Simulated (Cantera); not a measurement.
SiH4 + NH3 (silicon nitride deposition)

Charge: 1 mol SiH4, a varied amount of NH3, equilibrated at 627 °C and 10000 Pa.

Cantera equilibrium calculation (NASA polynomials, part measured and part estimated; ideal gas, pure solids and liquids). Candidate condensed phases: Si, Si3N4; 18 gas species. Kinetics and transport are ignored.

From 0.13 mol NH3 to 1.2 mol NH3 the condensed part is Si(s) + Si3N4(s). From 1.7 mol NH3 to 6.2 mol NH3 the condensed part is Si3N4(s).

```
n(NH3) (mol)  log p H2  log p N2  log p NH3  log p SiH4  n Si(s)  n Si3N4(s)
------------  --------  --------  ---------  ----------  -------  ----------
0.13             -1.00    -12.95     -10.89       -8.52    0.902      0.0325
0.18             -1.00    -12.95     -10.89       -8.52    0.865      0.0450
0.25             -1.00    -12.95     -10.89       -8.52    0.812      0.0625
0.34             -1.00    -12.95     -10.89       -8.52    0.745      0.0850
0.47             -1.00    -12.95     -10.89       -8.52    0.647       0.117
0.65             -1.00    -12.95     -10.89       -8.52    0.512       0.163
0.9              -1.00    -12.95     -10.89       -8.52    0.325       0.225
1.2              -1.00    -12.95     -10.89       -8.52   0.1000       0.300
1.7              -1.02     -2.41      -5.65        <-13        0       0.333
2.4              -1.04     -2.06      -5.51        <-13        0       0.333
3.3              -1.06     -1.91      -5.46        <-13        0       0.333
4.5              -1.07     -1.81      -5.43        <-13        0       0.333
6.2              -1.08     -1.75      -5.42        <-13        0       0.333
```
log p: log10 of the partial pressure in bar; n: condensed amount in mol.
